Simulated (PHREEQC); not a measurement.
# Polishing slurry liquid: speciation

Consider water at 25 °C with 100 mmol/kgw KOH, 0.26 mmol/kgw Fe(NO3)3 and 0.036 mmol/kgw H3BO3. Closed to the air; pH follows from the charge balance.

Equilibrium calculation in PHREEQC: ion-association model, phreeqc.dat.

No solid was allowed to form.

**Question.** Predict the pH, specific conductance.

**Answer.** pH 12.87; specific conductance 22500 µS/cm.

Examples of supersaturated solids here: Fe(OH)3(a), Hematite (slow to form). Others may be too.
